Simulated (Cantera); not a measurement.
A perfectly stirred reactor is fed with 20.3 % NO, 79.7 % N2, at 40.5 Torr; it is held at 2000 K, and followed from long to short residence time.

Detailed kinetics in Cantera: GRI-Mech 3.0 (53 species, 325 reactions).

Question: Predict: x(NO) at τ = 8.60 s; x(N2) at τ = 8.60 s; x(O2) at τ = 8.60 s; x(N2O) at τ = 8.60 s; x(O) at τ = 8.60 s; x(NO) at τ = 62.0 ms; x(N2) at τ = 62.0 ms; x(O2) at τ = 62.0 ms; x(N2O) at τ = 62.0 ms; x(O) at τ = 62.0 ms.

Answer: 
| Property | Value |
|---|---|
| x(NO) at τ = 8.60 s | 0.103 |
| x(N2) at τ = 8.60 s | 0.847 |
| x(O2) at τ = 8.60 s | 0.0497 |
| x(N2O) at τ = 8.60 s | 3.92e-6 |
| x(O) at τ = 8.60 s | 0.000664 |
| x(NO) at τ = 62.0 ms | 0.203 |
| x(N2) at τ = 62.0 ms | 0.797 |
| x(O2) at τ = 62.0 ms | 0.000217 |
| x(N2O) at τ = 62.0 ms | 1.63e-5 |
| x(O) at τ = 62.0 ms | 0.000138 |
